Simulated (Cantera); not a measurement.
# N2O furnace oxynitridation

An isothermal, constant-pressure homogeneous reactor starts with 87.0 % N2O, 13.0 % O2, at 1048 K and 1.00 bar.

Model: GRI-Mech 3.0 (53 species, 325 reactions), integrated in Cantera. GRI-Mech 3.0 was tuned for natural gas; its chemistry of N2O as a main component is partial and can be far from experiment. The mechanism lacks the step 2 NO + O2 → 2 NO2, which can matter for NO2 below about 1400 K. The temperature is held fixed by assumption; the heat of reaction is taken as removed at once.

```json
[
 {"t (s)": "4.00e-5", "x N2O": "0.870", "x O2": "0.130", "x NO2": "<1e-12", "x NO": "2.72e-8", "x N2": "6.13e-7", "x O": "1.08e-7"},
 {"t (s)": "0.000157", "x N2O": "0.870", "x O2": "0.130", "x NO2": "<1e-12", "x NO": "1.40e-7", "x N2": "2.71e-6", "x O": "1.12e-7"},
 {"t (s)": "0.000619", "x N2O": "0.870", "x O2": "0.130", "x NO2": "1.53e-11", "x NO": "5.84e-7", "x N2": "1.10e-5", "x O": "1.12e-7"},
 {"t (s)": "0.00243", "x N2O": "0.870", "x O2": "0.130", "x NO2": "2.43e-10", "x NO": "2.33e-6", "x N2": "4.34e-5", "x O": "1.12e-7"},
 {"t (s)": "0.00957", "x N2O": "0.869", "x O2": "0.131", "x NO2": "3.76e-9", "x NO": "9.19e-6", "x N2": "0.000171", "x O": "1.12e-7"},
 {"t (s)": "0.0376", "x N2O": "0.869", "x O2": "0.131", "x NO2": "5.50e-8", "x NO": "3.61e-5", "x N2": "0.000672", "x O": "1.12e-7"},
 {"t (s)": "0.148", "x N2O": "0.866", "x O2": "0.132", "x NO2": "6.98e-7", "x NO": "0.000141", "x N2": "0.00264", "x O": "1.12e-7"},
 {"t (s)": "0.582", "x N2O": "0.854", "x O2": "0.135", "x NO2": "5.93e-6", "x NO": "0.000546", "x N2": "0.0103", "x O": "1.11e-7"},
 {"t (s)": "2.29", "x N2O": "0.812", "x O2": "0.147", "x NO2": "2.90e-5", "x NO": "0.00204", "x N2": "0.0388", "x O": "1.08e-7"},
 {"t (s)": "9.00", "x N2O": "0.675", "x O2": "0.186", "x NO2": "0.000102", "x NO": "0.00676", "x N2": "0.132", "x O": "9.63e-8"}
]
```
x: mole fraction; the columns are a selection and need not sum to one.

Equilibrium at this temperature and pressure: N2O 4.30e-9, O2 0.394, NO2 3.34e-6, NO 6.25e-5, N2 0.606, O 4.00e-10 (gas phase only).
